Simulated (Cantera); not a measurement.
Hydrogen reduction and annealing atmospheres: V2O3 + H2

A closed system holds: 1 mol V2O3, 130 mol H2, held at 1825 K and 3.08 Torr.

These are equilibrium values from Cantera (NASA tables, ideal gas, pure condensed phases), not measurements of a reactor. Candidate condensed phases: H2O, V, VO, V2O3, V2O4, V2O5; 12 gas species. VO: taken at fixed stoichiometry. Equilibrium is a limit: real reactors are often held back by kinetics, nucleation or transport.

```json
{
 "x(H2)": "0.985",
 "x(H2O)": "0.00758",
 "x(H)": "0.00683",
 "x(VO2)": "7.90e-5",
 "x(VO)": "2.39e-5",
 "x(OH)": "3.67e-6",
 "n(VO(s))": "1.99 mol",
 "gas_amount": "130.5 mol",
 "log10 activity of V(s) (absent)": "-1.76",
 "log10 activity of V2O5(l) (absent)": "-10.34"
}
```
